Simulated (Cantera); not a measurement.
Feed: 1 mol SiCl4, 0.18 mol HCl, 140 mol H2, equilibrated at 6.90 mbar.

These are equilibrium values from Cantera (NASA tables, ideal gas, pure condensed phases), not measurements of a reactor. Candidate condensed phases: Si; 19 gas species. The tables' values for SiCl3 are old estimates; treat these amounts as uncertain. Kinetics and transport are ignored.

x: gas mole fraction; n: condensed amount in mol.

```
T (K)   x H2    x HCl   x SiCl4   x SiCl2  x SiHCl3   x SiCl3       x H  n Si(s)
-----  -----  -------  --------  --------  --------  --------  --------  -------
873    0.988  0.00560   0.00460   4.03e-5         …   5.62e-5  5.60e-10   0.0825
923    0.985  0.00908   0.00384  0.000120         …  0.000107   2.92e-9    0.207
973    0.982   0.0135   0.00284  0.000298         …  0.000172   1.29e-8    0.361
1023   0.978   0.0182   0.00173  0.000604         …  0.000223   4.93e-8    0.520
1073   0.975   0.0222  0.000817  0.000980         …  0.000224   1.67e-7    0.647
1123   0.974   0.0245  0.000299   0.00130         …  0.000177   5.06e-7    0.717
1173   0.973   0.0254   9.65e-5   0.00150         …  0.000121   1.40e-6    0.741
1223   0.973   0.0256   3.12e-5   0.00164         …   8.01e-5   3.57e-6    0.745
1273   0.973   0.0256   1.06e-5   0.00175         …   5.32e-5   8.47e-6    0.739
1323   0.973   0.0256   3.88e-6   0.00184         …   3.61e-5   1.88e-5    0.732
1373   0.973   0.0255   1.52e-6   0.00192         …   2.51e-5   3.95e-5    0.723
1423   0.973   0.0254   6.35e-7   0.00199         …   1.79e-5   7.89e-5    0.714
```

What belongs in the gaps?


- 873, x SiHCl3: 0.00174
- 923, x SiHCl3: 0.00148
- 973, x SiHCl3: 0.00116
- 1023, x SiHCl3: 0.000787
- 1073, x SiHCl3: 0.000440
- 1123, x SiHCl3: 0.000204
- 1173, x SiHCl3: 8.63e-5
- 1223, x SiHCl3: 3.65e-5
- 1273, x SiHCl3: 1.61e-5
- 1323, x SiHCl3: 7.49e-6
- 1373, x SiHCl3: 3.67e-6
- 1423, x SiHCl3: 1.89e-6
